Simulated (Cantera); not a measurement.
Cantera with NASA thermochemical tables; ideal gases at 1 bar, condensed phases pure. Values are per mole of reaction as written; species without (g) are pure solids or liquids, kept so even where they would boil at 1 bar. TaC: taken at fixed stoichiometry.

**Question.** Between 573 and 673 K, where is each reaction favourable under standard conditions?
- C₆H₆(g) + 6 Ta → 6 TaC + 3 H₂(g)

**Answer.** 
- C₆H₆(g) + 6 Ta → 6 TaC + 3 H₂(g): ΔG° is -1028 kJ at 573 K and -1045 kJ at 673 K; it stays negative (K > 1). ΔH° is -925 kJ and ΔS° 179 J/K at 673 K.
